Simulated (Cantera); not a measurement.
## Silicon nitride deposition: SiH4 + NH3 + H2

Feed: 1 mol SiH4, 11 mol NH3, 0.55 mol H2, at 1425 K and 35000 Pa.

Equilibrium computed with Cantera from the NASA thermochemical tables; the gas is ideal and each condensed phase is pure. Candidate condensed phases: Si, Si3N4; 18 gas species. Kinetics and transport are ignored.

| Property | Result |
|---|---|
| x(H2) | 0.798 |
| x(N2) | 0.202 |
| x(H) | 1.03e-5 |
| x(NH3) | 8.81e-6 |
| n(Si3N4(s)) | 0.333 mol |
| gas amount | 23.88 mol |
| log10 activity of Si(s) (absent) | -2.57 |
